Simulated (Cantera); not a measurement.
# SrCl2 + H2 (halide evaporation, hydrolysis and transport)

Feed: 1 mol SrCl2, 2 mol H2, equilibrated at 75.0 Torr.

Equilibrium computed with Cantera from the NASA thermochemical tables; the gas is ideal and each condensed phase is pure. Candidate condensed phases: Sr, SrCl2; 8 gas species. Equilibrium is a limit: real reactors are often held back by kinetics, nucleation or transport.

| T (K) | x H2 | x SrCl2 | x HCl | x SrCl | n SrCl2(s) | n SrCl2(l) |
|---|---|---|---|---|---|---|
| 875 | 1.00 | 6.15e-11 | 3.78e-11 | 1.80e-12 | 1.00 | 0 |
| 925 | 1.00 | 7.65e-10 | 2.74e-10 | 2.04e-11 | 1.00 | 0 |
| 975 | 1.00 | 7.25e-9 | 1.56e-9 | 1.85e-10 | 1.00 | 0 |
| 1025 | 1.00 | 5.34e-8 | 7.58e-9 | 1.29e-9 | 1.00 | 0 |
| 1075 | 1.00 | 3.16e-7 | 3.18e-8 | 7.26e-9 | 1.000 | 0 |
| 1125 | 1.000 | 1.57e-6 | 1.17e-7 | 3.44e-8 | 1.000 | 0 |
| 1175 | 1.000 | 6.45e-6 | 3.82e-7 | 1.37e-7 | 0 | 1.000 |
| 1225 | 1.000 | 2.27e-5 | 1.12e-6 | 4.72e-7 | 0 | 1.000 |
| 1275 | 1.000 | 7.15e-5 | 3.03e-6 | 1.46e-6 | 0 | 1.000 |
| 1325 | 1.000 | 0.000205 | 7.61e-6 | 4.10e-6 | 0 | 1.000 |
| 1375 | 0.999 | 0.000541 | 1.79e-5 | 1.06e-5 | 0 | 0.999 |
| 1425 | 0.999 | 0.00132 | 3.97e-5 | 2.53e-5 | 0 | 0.997 |
| 1475 | 0.997 | 0.00303 | 8.34e-5 | 5.67e-5 | 0 | 0.994 |
| 1525 | 0.993 | 0.00651 | 0.000167 | 0.000120 | 0 | 0.987 |
x: gas mole fraction; n: condensed amount in mol.

From 875 K to 1125 K the condensed part is SrCl2(s). From 1175 K to 1525 K the condensed part is SrCl2(l).
